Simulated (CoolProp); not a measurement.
A closed Brayton cycle with carbon dioxide: compressor inlet 305.15 K and 8.9 MPa, high pressure 29.8 MPa, turbine inlet 860 K, compressor efficiency 0.85, turbine efficiency 0.9, recuperator effectiveness 0 (on enthalpy, no pinch check). Each further row changes one setting.

Values from CoolProp's reference Helmholtz-energy equation of state, Span 1996.

```tsv
case	thermal efficiency (%)	net work (kJ/kg)	compressor to turbine work	compressor exit (K)	turbine exit (K)
as stated	17.4	132	0.19	336.5	712.6
turbine inlet 810 K	17.4	121	(withheld)	336.5	667.8
compressor inlet 315.15 K	17.7	(withheld)	0.29	(withheld)	712.6
high pressure 25.3 MPa	15.4	(withheld)	0.18	331.1	(withheld)
recuperator effectiveness 0.5	24.9	132	0.19	336.5	712.6
```

Task: Some entries are withheld; supply them.

Result: 
- turbine inlet 810 K, compressor to turbine work: 0.21
- compressor inlet 315.15 K, net work (kJ/kg): 116
- compressor inlet 315.15 K, compressor exit (K): 387.2
- high pressure 25.3 MPa, net work (kJ/kg): 118
- high pressure 25.3 MPa, turbine exit (K): 731.9
